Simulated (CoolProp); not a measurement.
Acetone at several states: fugacity coefficient from the reference equation and from simpler models built on Tc = 508.1 K, pc = 4.692 MPa, ω = 0.307; each cubic takes its own stable root.

Model: reference Helmholtz-energy equation of state, Lemmon 2006, in CoolProp. It is a short technical equation, of lower accuracy than the large ones.

```
T (K)  p (MPa)   phase  reference
-----  -------  ------  ---------
518.2   0.0514     gas     0.9960
435.1     8.89  liquid     0.1552
390.4    0.145     gas     0.9672
```

**Question.** How far does each simpler model (van der Waals, Redlich-Kwong, Soave-Redlich-Kwong, Peng-Robinson) lie from the reference over these 3 states: mean and median of the absolute difference, and the worst?

**Answer.** 
- van der Waals: mean 29.7 %, median 1.6 %, worst +87.5 % at 435.1 K and 8.89 MPa
- Redlich-Kwong: mean 12.5 %, median 1.1 %, worst +36.3 % at 435.1 K and 8.89 MPa
- Soave-Redlich-Kwong: mean 4.6 %, median 0.9 %, worst +12.9 % at 435.1 K and 8.89 MPa
- Peng-Robinson: mean 2.6 %, median 0.7 %, worst +7.1 % at 435.1 K and 8.89 MPa
